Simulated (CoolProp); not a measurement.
Oxygen at 293.15 K and 16.3 MPa flows at 3.7 m/s in a round tube of 4.6 mm bore and 0.25 µm roughness, fully developed (64/Re and Nu = 3.66 if laminar; Colebrook and Gnielinski if turbulent). Each further row changes one setting.

The numbers come from the reference Helmholtz-energy equation of state, Schmidt 1985 in CoolProp.

```json
[
 {"case": "as stated", "Reynolds number": "154000", "Darcy friction factor": "0.0168", "pressure drop (Pa/m)": "5730", "heat-transfer coefficient (W/(m² K))": "2260", "mass flow (kg/h)": "50.6"},
 {"case": "velocity 7.4 m/s", "Reynolds number": "308000", "Darcy friction factor": "0.0149", "pressure drop (Pa/m)": "20300", "heat-transfer coefficient (W/(m² K))": "4000", "mass flow (kg/h)": "101"},
 {"case": "diameter 9.2 mm", "Reynolds number": "308000", "Darcy friction factor": "0.0147", "pressure drop (Pa/m)": "2500", "heat-transfer coefficient (W/(m² K))": "1960", "mass flow (kg/h)": "203"}
]
```

Viscosity comes from a separate model (Lemmon 2004). Thermal conductivity comes from a separate model (Lemmon 2004).
